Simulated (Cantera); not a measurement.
A perfectly stirred reactor is fed with C2H6 : N2 = 1 : 1.3 (molar parts), at 0.000375 atm; it is held at 1950 K, and followed from long to short residence time.

Detailed kinetics in Cantera: GRI-Mech 3.0 (53 species, 325 reactions). GRI-Mech 3.0 stops at C3 and has no aromatics, soot or wall deposition, so with more carbon than oxygen in the feed, carbon stays in small species such as C2H2 where larger ones or solid carbon would form. Radical loss at walls, strong at low pressure, is not modelled.

### Question
What does this change do: temperature 1950 to 1350 K?

### Answer
| quantity | before | after |
|---|---|---|
| x(C2H6) at τ = 10.0 s | 2.88e-5 | 0.00619 |
| x(H) at τ = 10.0 s | 0.00552 | 0.000200 |
| x(C2H2) at τ = 10.0 s | 0.227 | 0.159 |
| x(CH3) at τ = 10.0 s | 0.00295 | 0.00230 |
| x(C2H4) at τ = 10.0 s | 0.000227 | 0.0373 |
| x(C2H6) at τ = 0.290 s | 0.000964 | 0.137 |
| x(H) at τ = 0.290 s | 0.00656 | 0.000196 |
| x(C2H2) at τ = 0.290 s | 0.203 | 0.0289 |
| x(CH3) at τ = 0.290 s | 0.0201 | 0.0102 |
| x(C2H4) at τ = 0.290 s | 0.00558 | 0.122 |
